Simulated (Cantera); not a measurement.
## Tantalum, niobium, vanadium and zirconium in process gases: Zr + N2O + H2

A closed system holds: 1 mol Zr, 0.22 mol N2O, 380 mol H2, equilibrated at 4.00 Pa.

These are equilibrium values from Cantera (NASA tables, ideal gas, pure condensed phases), not measurements of a reactor. Candidate condensed phases: H2O, Zr, ZrN, ZrO2; 28 gas species. Mutual solubility and eutectic melting of coexisting phases are not modelled. ZrN: taken at fixed stoichiometry. Condensed phases not in the tables: solid solutions among these carbides, nitrides and lower oxides, N, O or C dissolved in the metal. The numbers say what is thermodynamically allowed, not how fast it happens.

At 1473 K the condensed part is Zr(β) + ZrN(s) + ZrO2(monoclinic). From 1523 K to 1773 K the condensed part is Zr(β) + ZrN(s) + ZrO2(tetragonal).

| T (K) | x H2 | x H | x ZrO | x Zr | x H2O | x N2 | x ZrO2 | n Zr(β) | n ZrN(s) | n ZrO2(monoclinic) | n ZrO2(tetragonal) |
|---|---|---|---|---|---|---|---|---|---|---|---|
| 1473 | 0.998 | 0.00200 | 2.23e-9 | 1.43e-10 | 2.08e-9 | 1.48e-12 | <1e-12 | 0.450 | 0.440 | 0.110 | 0 |
| 1523 | 0.996 | 0.00365 | 1.17e-8 | 7.20e-10 | 4.54e-9 | 1.03e-11 | <1e-12 | 0.450 | 0.440 | 0 | 0.110 |
| 1573 | 0.994 | 0.00641 | 5.54e-8 | 3.27e-9 | 9.40e-9 | 6.29e-11 | 2.51e-12 | 0.450 | 0.440 | 0 | 0.110 |
| 1623 | 0.989 | 0.0109 | 2.38e-7 | 1.36e-8 | 1.85e-8 | 3.44e-10 | 1.58e-11 | 0.450 | 0.440 | 0 | 0.110 |
| 1673 | 0.982 | 0.0178 | 9.34e-7 | 5.16e-8 | 3.50e-8 | 1.69e-9 | 8.90e-11 | 0.450 | 0.440 | 0 | 0.110 |
| 1723 | 0.972 | 0.0284 | 3.38e-6 | 1.81e-7 | 6.34e-8 | 7.60e-9 | 4.53e-10 | 0.449 | 0.440 | 0 | 0.109 |
| 1773 | 0.956 | 0.0440 | 1.14e-5 | 5.94e-7 | 1.10e-7 | 3.12e-8 | 2.10e-9 | 0.448 | 0.440 | 0 | 0.108 |
x: gas mole fraction; n: condensed amount in mol.
